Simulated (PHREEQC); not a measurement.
Consider water at 20 °C with 0.0034 mol KH2PO4 and 5.2e-05 mol H2SO4 per kg of water. Closed to the air; pH follows from the charge balance.

Equilibrium calculation in PHREEQC: ion-association model, wateq4f.dat.

No solid was allowed to form.

Task: Predict the pH.

Result: pH 4.14.

Task: In which forms is S present?

Result: SO4-2 98 %, KSO4- 1.7 %, HSO4- 0.5 % of the S.

H3PO4, which wateq4f.dat lacks, is added to it with the constant of phreeqc.dat.
